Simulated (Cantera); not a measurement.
Feed: 1 mol Si, 1.8 mol HF, a varied amount of N₂, at 1025 K and 56.0 Pa.

Cantera equilibrium calculation (NASA polynomials, part measured and part estimated; ideal gas, pure solids and liquids). Candidate condensed phases: Si, Si₃N₄; 37 gas species. N₂ is the only nitrogen source here; it is nearly inert below about 1500 K, so the nitride shown seldom forms there in practice. Mutual solubility and eutectic melting of coexisting phases are not modelled. The numbers say what is thermodynamically allowed, not how fast it happens.

### Question
Which condensed phases are stable at each of these points (n(N₂) (mol)): 0.26, 0.41, 0.65, 1, 1.6, 2.5, 3.9, 6.1, 9.5, 15, 23, 36, 57?

### Answer
```
n(N₂) (mol)  condensed phases  Si condensed (%)
-----------  ----------------  ----------------
0.26         Si(s) + Si₃N₄(s)              54.7
0.41                 Si₃N₄(s)              55.0
0.65                 Si₃N₄(s)              55.0
1                    Si₃N₄(s)              55.0
1.6                  Si₃N₄(s)              55.0
2.5                  Si₃N₄(s)              55.1
3.9                  Si₃N₄(s)              55.1
6.1                  Si₃N₄(s)              55.1
9.5                  Si₃N₄(s)              55.1
15                   Si₃N₄(s)              55.1
23                   Si₃N₄(s)              55.1
36                   Si₃N₄(s)              55.1
57                   Si₃N₄(s)              55.1
```

At 0.26 mol N₂ the condensed part is Si(s) + Si₃N₄(s). From 0.41 mol N₂ to 57 mol N₂ the condensed part is Si₃N₄(s).
